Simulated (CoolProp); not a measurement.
Aqueous sodium chloride as a coolant, at 20 °C, 1 atm.

Computed with CoolProp (Melinder's fits for secondary coolants).

```csv
mass %,freezing point (°C),viscosity (mPa s),conductivity (W/(m K)),Prandtl number,density (kg/m³)
2.4,-1.4,1.04,0.596,7.05,1015
4.9,-3.0,1.08,0.594,7.17,1033
7.4,-4.7,1.13,0.591,7.33,1051
9.9,-6.5,1.19,0.589,7.54,1070
12.4,-8.5,1.26,0.586,7.80,1089
14.8,-10.7,1.33,0.584,8.10,1107
17.3,-13.3,1.42,0.581,8.50,1126
```
